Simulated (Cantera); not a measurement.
An isothermal, constant-pressure homogeneous reactor starts with NO : N2 = 1 : 1.4 (molar parts), at 2075 K and 20.0 Torr.

Detailed kinetics in Cantera: GRI-Mech 3.0 (53 species, 325 reactions). Radical loss at walls, strong at low pressure, is not modelled.

x: mole fraction; the columns are a selection and need not sum to one.

```json
[
 {"t (s)": "3.00e-6", "x NO": "0.417", "x N2": "0.583", "x NO2": "<1e-12", "x O": "2.73e-8", "x N2O": "2.73e-8"},
 {"t (s)": "1.02e-5", "x NO": "0.417", "x N2": "0.583", "x NO2": "1.04e-11", "x O": "[?]", "x N2O": "[?]"},
 {"t (s)": "3.44e-5", "x NO": "0.417", "x N2": "0.583", "x NO2": "1.18e-10", "x O": "3.13e-7", "x N2O": "3.12e-7"},
 {"t (s)": "0.000116", "x NO": "0.417", "x N2": "0.583", "x NO2": "1.34e-9", "x O": "1.06e-6", "x N2O": "1.05e-6"},
 {"t (s)": "0.000393", "x NO": "0.417", "x N2": "0.583", "x NO2": "1.45e-8", "x O": "3.64e-6", "x N2O": "3.50e-6"},
 {"t (s)": "0.00133", "x NO": "0.417", "x N2": "0.583", "x NO2": "[?]", "x O": "[?]", "x N2O": "[?]"},
 {"t (s)": "0.00451", "x NO": "0.417", "x N2": "0.583", "x NO2": "1.01e-6", "x O": "4.82e-5", "x N2O": "3.25e-5"},
 {"t (s)": "0.0152", "x NO": "0.416", "x N2": "0.583", "x NO2": "4.86e-6", "x O": "0.000195", "x N2O": "6.68e-5"},
 {"t (s)": "0.0516", "x NO": "0.415", "x N2": "0.584", "x NO2": "1.25e-5", "x O": "0.000591", "x N2O": "7.31e-5"},
 {"t (s)": "0.175", "x NO": "0.408", "x N2": "0.587", "x NO2": "1.80e-5", "x O": "0.000879", "x N2O": "6.51e-5"},
 {"t (s)": "0.591", "x NO": "0.383", "x N2": "0.600", "x NO2": "2.72e-5", "x O": "0.00120", "x N2O": "5.31e-5"},
 {"t (s)": "2.00", "x NO": "0.285", "x N2": "0.648", "x NO2": "3.87e-5", "x O": "0.00196", "x N2O": "2.52e-5"}
]
```

Question: Complete the blanks.

Answer: 
- 1.02e-5, x O: 9.23e-8
- 1.02e-5, x N2O: 9.22e-8
- 0.00133, x NO2: 1.39e-7
- 0.00133, x O: 1.28e-5
- 0.00133, x N2O: 1.13e-5
